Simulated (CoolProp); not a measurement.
R1132(E) along the isotherm 400 K: fugacity coefficient from the reference equation and from simpler models built on Tc = 348.8 K, pc = 5.174 MPa, ω = 0.245; each cubic takes its own stable root.

Model: reference Helmholtz-energy equation of state, Akasaka 2024, in CoolProp.

```json
[
 {"p (MPa)": "0.722", "phase": "gas", "reference": "0.9702", "van der Waals": "0.9706", "Peng-Robinson": "0.9663"},
 {"p (MPa)": "1.44", "phase": "gas", "reference": "0.9410", "van der Waals": "0.9415", "Peng-Robinson": "0.9337"},
 {"p (MPa)": "2.17", "phase": "gas", "reference": "0.9118", "van der Waals": "0.9121", "Peng-Robinson": "0.9015"},
 {"p (MPa)": "2.89", "phase": "gas", "reference": "0.8834", "van der Waals": "0.8832", "Peng-Robinson": "0.8705"},
 {"p (MPa)": "3.61", "phase": "gas", "reference": "0.8554", "van der Waals": "0.8545", "Peng-Robinson": "0.8404"},
 {"p (MPa)": "4.33", "phase": "gas", "reference": "0.8278", "van der Waals": "0.8258", "Peng-Robinson": "0.8111"},
 {"p (MPa)": "5.06", "phase": "gas", "reference": "0.8002", "van der Waals": "0.7966", "Peng-Robinson": "0.7822"},
 {"p (MPa)": "5.78", "phase": "supercritical", "reference": "0.7734", "van der Waals": "0.7678", "Peng-Robinson": "0.7546"},
 {"p (MPa)": "6.5", "phase": "supercritical", "reference": "0.7471", "van der Waals": "0.7388", "Peng-Robinson": "0.7279"}
]
```
